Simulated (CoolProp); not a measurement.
Properties of acetone along the isobar 5.83 MPa (Tc = 508.1 K, pc = 4.692 MPa, ω = 0.307).

Values from CoolProp's reference Helmholtz-energy equation of state, Lemmon 2006. It is a short technical equation, of lower accuracy than the large ones.

```json
[
 {"T (K)": "194.9", "phase": "liquid", "cp (kJ/(kg K))": "1.996", "speed of sound (m/s)": "1699", "isothermal compressibility (1/MPa)": "0.0005354", "expansivity (1/kK)": "1.174", "fugacity coefficient": "4.163e-6"},
 {"T (K)": "204.1", "phase": "liquid", "cp (kJ/(kg K))": "2.001", "speed of sound (m/s)": "1650", "isothermal compressibility (1/MPa)": "0.0005726", "expansivity (1/kK)": "1.178", "fugacity coefficient": "1.140e-5"},
 {"T (K)": "213.3", "phase": "liquid", "cp (kJ/(kg K))": "2.007", "speed of sound (m/s)": "1602", "isothermal compressibility (1/MPa)": "0.0006127", "expansivity (1/kK)": "1.184", "fugacity coefficient": "2.828e-5"},
 {"T (K)": "222.5", "phase": "liquid", "cp (kJ/(kg K))": "2.014", "speed of sound (m/s)": "1556", "isothermal compressibility (1/MPa)": "0.0006561", "expansivity (1/kK)": "1.193", "fugacity coefficient": "6.428e-5"},
 {"T (K)": "231.7", "phase": "liquid", "cp (kJ/(kg K))": "2.022", "speed of sound (m/s)": "1510", "isothermal compressibility (1/MPa)": "0.0007031", "expansivity (1/kK)": "1.204", "fugacity coefficient": "0.0001355"},
 {"T (K)": "240.9", "phase": "liquid", "cp (kJ/(kg K))": "2.032", "speed of sound (m/s)": "1465", "isothermal compressibility (1/MPa)": "0.0007542", "expansivity (1/kK)": "1.218", "fugacity coefficient": "0.0002671"},
 {"T (K)": "250.1", "phase": "liquid", "cp (kJ/(kg K))": "2.043", "speed of sound (m/s)": "1422", "isothermal compressibility (1/MPa)": "0.0008100", "expansivity (1/kK)": "1.234", "fugacity coefficient": "0.0004966"},
 {"T (K)": "259.3", "phase": "liquid", "cp (kJ/(kg K))": "2.056", "speed of sound (m/s)": "1378", "isothermal compressibility (1/MPa)": "0.0008708", "expansivity (1/kK)": "1.252", "fugacity coefficient": "0.0008765"},
 {"T (K)": "268.5", "phase": "liquid", "cp (kJ/(kg K))": "2.071", "speed of sound (m/s)": "1336", "isothermal compressibility (1/MPa)": "0.0009375", "expansivity (1/kK)": "1.273", "fugacity coefficient": "0.001477"},
 {"T (K)": "277.7", "phase": "liquid", "cp (kJ/(kg K))": "2.088", "speed of sound (m/s)": "1294", "isothermal compressibility (1/MPa)": "0.001011", "expansivity (1/kK)": "1.297", "fugacity coefficient": "0.002387"},
 {"T (K)": "286.9", "phase": "liquid", "cp (kJ/(kg K))": "2.106", "speed of sound (m/s)": "1253", "isothermal compressibility (1/MPa)": "0.001092", "expansivity (1/kK)": "1.323", "fugacity coefficient": "0.003717"},
 {"T (K)": "296.1", "phase": "liquid", "cp (kJ/(kg K))": "2.126", "speed of sound (m/s)": "1212", "isothermal compressibility (1/MPa)": "0.001181", "expansivity (1/kK)": "1.353", "fugacity coefficient": "0.005599"},
 {"T (K)": "305.3", "phase": "liquid", "cp (kJ/(kg K))": "2.147", "speed of sound (m/s)": "1171", "isothermal compressibility (1/MPa)": "0.001281", "expansivity (1/kK)": "1.386", "fugacity coefficient": "0.008182"},
 {"T (K)": "314.5", "phase": "liquid", "cp (kJ/(kg K))": "2.170", "speed of sound (m/s)": "1131", "isothermal compressibility (1/MPa)": "0.001391", "expansivity (1/kK)": "1.422", "fugacity coefficient": "0.01163"},
 {"T (K)": "323.7", "phase": "liquid", "cp (kJ/(kg K))": "2.194", "speed of sound (m/s)": "1091", "isothermal compressibility (1/MPa)": "0.001515", "expansivity (1/kK)": "1.463", "fugacity coefficient": "0.01613"},
 {"T (K)": "332.9", "phase": "liquid", "cp (kJ/(kg K))": "2.220", "speed of sound (m/s)": "1052", "isothermal compressibility (1/MPa)": "0.001655", "expansivity (1/kK)": "1.508", "fugacity coefficient": "0.02188"}
]
```
